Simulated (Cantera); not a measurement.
Feed: 1 mol Si₃N₄, a varied amount of F₂, 60 mol H₂, at 1073 K and 1.33 mbar.

These are equilibrium values from Cantera (NASA tables, ideal gas, pure condensed phases), not measurements of a reactor. Candidate condensed phases: Si, Si₃N₄; 37 gas species. The tables' values for SiF₃ are old estimates; treat these amounts as uncertain. Kinetics and transport are ignored.

x: gas mole fraction; n: condensed amount in mol.

```csv
n(F₂) (mol),x H₂,x HF,x SiF₄,x N₂,x SiHF₃,x SiF₃,n Si₃N₄(s)
1.6,0.978,0.000606,0.0127,0.00863,[?],6.07e-5,0.735
3.8,0.949,0.000848,0.0296,0.0200,[?],9.93e-5,0.369
6,0.922,0.00100,0.0456,0.0307,[?],0.000128,0.00322
8.1,0.863,0.0626,0.0447,0.0298,[?],1.94e-6,0
10,0.812,0.116,0.0435,0.0290,[?],9.86e-7,0
12,0.761,0.169,0.0423,0.0282,[?],6.37e-7,0
15,0.689,0.243,0.0405,0.0270,[?],4.04e-7,0
17,0.645,0.289,0.0395,0.0263,[?],3.20e-7,0
19,0.603,0.333,0.0385,0.0256,[?],2.62e-7,0
```

### Question
Fill in the missing entries.

### Answer

- 1.6, x SiHF₃: 0.000135
- 3.8, x SiHF₃: 0.000218
- 6, x SiHF₃: 0.000276
- 8.1, x SiHF₃: 4.05e-6
- 10, x SiHF₃: 2.00e-6
- 12, x SiHF₃: 1.25e-6
- 15, x SiHF₃: 7.55e-7
- 17, x SiHF₃: 5.78e-7
- 19, x SiHF₃: 4.57e-7
